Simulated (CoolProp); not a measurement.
Saturated liquid density (kg/m³) of n-perfluorohexane: the reference equation beside estimates from Tc = 448.0 K, pc = 1742 kPa, ω = 0.497.

Model: reference Helmholtz-energy equation of state, Gao 2022, in CoolProp.

```csv
T (K),reference,van der Waals,Redlich-Kwong,Peng-Robinson
326.8,1589,878.3,1265,1553
335.8,1561,861.2,1235,1521
344.8,[?],843.3,[?],[?]
353.8,[?],824.5,1169,1449
362.8,1466,804.8,1133,[?]
371.8,1431,[?],1096,1364
380.8,1394,761.7,1056,1316
389.8,1353,737.8,1013,1263
398.8,1309,712.0,966.5,1205
407.8,1259,683.6,915.9,1139
416.8,1201,[?],859.7,1063
425.8,1131,615.2,795.4,974.5
434.8,1039,570.1,[?],864.4
```

Q: What belongs in the gaps?

A: 
- 344.8, reference: 1531
- 344.8, Redlich-Kwong: 1203
- 344.8, Peng-Robinson: 1486
- 353.8, reference: 1499
- 362.8, Peng-Robinson: 1408
- 371.8, van der Waals: 783.9
- 416.8, van der Waals: 651.9
- 434.8, Redlich-Kwong: 717.5

Absolute difference from the reference over all 13 rows, mean and median: van der Waals 45.3 and 45.2 %, Redlich-Kwong 24.8 and 24.2 %, Peng-Robinson 7.0 and 5.6 %.
